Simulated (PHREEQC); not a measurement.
Solution (95 °C): 0.042 mol FeCl3, 0.29 mol CuCl2 and 3.1e-05 mol NaF per kg of water. Closed to the air; pH follows from the charge balance.

The numbers come from PHREEQC with the ion-association model, phreeqc.dat.

| quantity | before | after |
|---|---|---|
| pH | 1.97 | 1.81 |
| ionic strength (mol/kgw) | 0.524 | 0.261 |
| CuCl+ (mol/kgw) | 0.206 | 0.0367 |
| CuCl2 (mol/kgw) | 0.0278 | 0.00269 |
| SI of Goethite (FeOOH) | +4.89 | +4.75 |
| SI of Hematite (Fe2O3) | +12.06 | +11.77 |

**Question.** What was changed between the two runs?
A) FeCl3 from 0.042 to 0.084 mol/kgw
B) FeCl3 from 0.042 to 0.021 mol/kgw
C) NaF from 3.1e-05 to 0.00031 mol/kgw
D) CuCl2 from 0.29 to 0.058 mol/kgw
E) diluted 5-fold with water

**Answer.** D, CuCl2 from 0.29 to 0.058 mol/kgw

This is a speciation only: nothing precipitates in the calculation. Some of these states are supersaturated (in Hematite (slow to form), Goethite (slow to form), for instance). Away from 25 °C the constants follow the database's enthalpies or fits; those with neither stay at their 25 °C values. Fluoro complexes past AlF4- and FeF3 are missing from the database.
